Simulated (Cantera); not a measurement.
Input: 1 mol CCl4, 1.3 mol H2, equilibrated at 80.0 Pa.

Cantera equilibrium calculation (NASA polynomials, part measured and part estimated; ideal gas, pure solids and liquids). Candidate condensed phases: C, C6H6, C7H8, C8H18; 91 gas species. Equilibrium is a limit: real reactors are often held back by kinetics, nucleation or transport. All values below are at 2650 K.

Base state: Cl 0.585, H 0.288, HCl 0.0879, H2 0.0301, C3 0.00559, C 0.00145, C2H2 (acetylene) 0.000592, C2H 0.000547 (mole fractions); condensed: C(graphite).

Question: What changes in the equilibrium state with this change: pressure from 80.0 Pa to 10.0 mbar?

Answer: 
| species | before | after |
|---|---|---|
| Cl | 0.585 | 0.502 |
| HCl | 0.0879 | 0.342 |
| H | 0.288 | 0.105 |
| H2 | 0.0301 | 0.0498 |
| C | 0.00145 | 0.000116 |
| C2 | 0.000530 | 4.24e-5 |
| C(graphite), mol | 0.870 | 0.980 |
